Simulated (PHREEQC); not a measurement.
1.6 g of hydrous ferric oxide (600 m²/g; 0.2 weak and 0.005 strong sites per Fe, Dzombak-Morel constants, diffuse double layer) in 1 kg of water with 0.01 mol/kgw of an inert sodium salt and 0.0008 mol PbCl2, at 25 °C; the pH is set by adding NaOH or the inert anion's acid. Oxygen alone is held at its pressure in air (log pO2 = -0.68). CO2 from the air is kept out. Precipitation was switched off in this run.

Equilibrium calculation in PHREEQC: ion-association model, wateq4f.dat.

```tsv
pH	Pb sorbed (%)	surface charge σ (C/m²)	surface potential ψ (mV)
3	5.4	0.334	197
3.5	10.1	0.289	192
4.5	19.4	0.175	168
5	46.1	0.130	155
6	95.8	0.073	127
6.5	99.3	0.049	107
7.5	100.0	0.018	59
8	100.0	0.009	33
9	100.0	-0.006	-22
9.5	100.0	-0.014	-49
10.5	100.0	-0.043	-98
11	100.0	-0.068	-120
```

Along this series the solution becomes supersaturated in solids that the run did not let form, among them Pb(OH)2. Species that the database lacks are ignored. The oxide is taken as insoluble; below pH 4 it would dissolve.
